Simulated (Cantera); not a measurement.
An adiabatic, constant-volume homogeneous reactor starts with CH₄ : H₂ : O₂ : N₂ = 1 : 0.36 : 1.15 : 4.31 (molar parts), equivalence ratio 1.9, at 1748 K and 1.00 bar. Integrator tolerance rtol = 1e-08.

Computed with Cantera and GRI-Mech 3.0 (53 species, 325 reactions).

**Question.** What does this change do: initial temperature 1748 to 1250 K?

**Answer.** 
```tsv
quantity	before	after
time of steepest temperature rise	89.3 µs	3.28 ms
temperature at 0.200 s	2919 K	2682 K
equilibrium temperature	2919 K	2682 K
x(CH₄) at 0.200 s	6.54e-12 (gas-phase equilibrium 7.47e-12)	2.42e-11 (gas-phase equilibrium 2.73e-11)
x(H₂) at 0.200 s	0.142 (gas-phase equilibrium 0.142)	0.149 (gas-phase equilibrium 0.149)
x(O₂) at 0.200 s	0.000551 (gas-phase equilibrium 0.000551)	7.37e-5 (gas-phase equilibrium 7.37e-5)
x(HO₂) at 0.200 s	5.79e-7 (gas-phase equilibrium 5.79e-7)	8.63e-8 (gas-phase equilibrium 8.63e-8)
x(CH₂CO) at 0.200 s	<1e-12 (gas-phase equilibrium <1e-12)	<1e-12 (gas-phase equilibrium <1e-12)
```

**Question.** What does this change do: H2 0.36 to 0.7 parts?

**Answer.** 
| quantity | before | after |
|---|---|---|
| time of steepest temperature rise | 89.3 µs | 63.6 µs |
| temperature at 0.200 s | 2919 K | 2890 K |
| equilibrium temperature | 2919 K | 2890 K |
| x(CH₄) at 0.200 s | 6.54e-12 (gas-phase equilibrium 7.47e-12) | 1.22e-11 (gas-phase equilibrium 1.38e-11) |
| x(H₂) at 0.200 s | 0.142 (gas-phase equilibrium 0.142) | 0.173 (gas-phase equilibrium 0.173) |
| x(O₂) at 0.200 s | 0.000551 (gas-phase equilibrium 0.000551) | 0.000307 (gas-phase equilibrium 0.000307) |
| x(HO₂) at 0.200 s | 5.79e-7 (gas-phase equilibrium 5.79e-7) | 3.52e-7 (gas-phase equilibrium 3.52e-7) |
| x(CH₂CO) at 0.200 s | <1e-12 (gas-phase equilibrium <1e-12) | <1e-12 (gas-phase equilibrium <1e-12) |
